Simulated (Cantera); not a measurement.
# Catalytic stagnation flow on Pt

A jet of 3.89 % CH₄, 8.33 % O₂, 87.8 % N₂, equivalence ratio 0.93 at 300 K and 0.300 bar hits a platinum plate 5.3 cm away at a mass flux of 0.04 kg/m²/s; the plate temperature is set and raised in steps from an oxygen-covered start.

Computed with Cantera and Deutschmann's 1995 Pt surface mechanism with GRI-Mech 3.0 gas chemistry. Catalytic surfaces can have several steady states; this one follows from the mechanism file's or the stated starting coverage.

```tsv
plate T (K)	wall x CH₄	wall x O₂	wall x H₂O	wall x OH	wall x CO	wall x CO₂	θ free Pt	θ O*	θ OH*
900	0.0105	0.0231	0.0531	2.52e-8	4.28e-6	0.0348	0.224	0.773	0.00348
950	0.00518	0.0120	0.0627	6.67e-8	3.21e-6	0.0412	0.331	0.665	0.00349
1000	0.00305	0.00753	0.0665	1.62e-7	2.76e-6	0.0438	0.434	0.562	0.00315
1050	0.00206	0.00547	0.0682	3.56e-7	2.66e-6	0.0450	0.528	0.469	0.00272
1100	0.00153	0.00440	0.0690	7.26e-7	2.80e-6	0.0456	0.612	0.386	0.00229
1150	0.00123	0.00383	0.0694	1.38e-6	3.14e-6	0.0459	0.683	0.315	0.00190
```
x: mole fraction at the wall; θ: surface coverage.
